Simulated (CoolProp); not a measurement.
Vapour-liquid equilibrium of propylene (1) + R114 (2) at 55.25 °C; x and y are mole fractions of (1).

The numbers come from the multi-fluid Helmholtz-energy mixture model, Lemmon 2013 and Platzer 1990; pair parameters Bell 2016 in CoolProp. This equation is an older, rougher fit; its heat capacities, sound speeds and derivatives of the liquid may be far off and weren't checked against measurements.

```tsv
x	bubble pressure, mixture model (kPa)	bubble pressure, Raoult's law (kPa)	y, mixture model	y, Raoult's law
0.05	614.3	602.4	0.182	0.190
0.125	(withheld)	735.9	0.369	0.390
0.2	917.1	869.4	0.496	0.528
0.275	1063	1003	0.587	0.629
0.35	1204	1137	0.657	0.706
0.425	1338	1270	0.711	0.768
0.5	1467	1404	0.757	0.817
0.575	(withheld)	1537	0.797	0.858
0.65	1714	1671	0.833	0.892
0.725	(withheld)	1804	0.868	0.922
0.8	1956	1938	0.902	0.947
0.875	2080	2071	0.937	0.969
0.95	2207	2205	0.974	0.988
```

Task: Some entries are withheld; supply them.

Result: 
- 0.125, bubble pressure, mixture model (kPa): 766.6
- 0.575, bubble pressure, mixture model (kPa): 1592
- 0.725, bubble pressure, mixture model (kPa): 1835

The largest gap from Raoult's law is +6.0 % in bubble pressure, at x = 0.275. No azeotrope shows between x = 0.05 and 0.95.

The pair parameters rest on a limited set of measurements; away from them the model extrapolates.
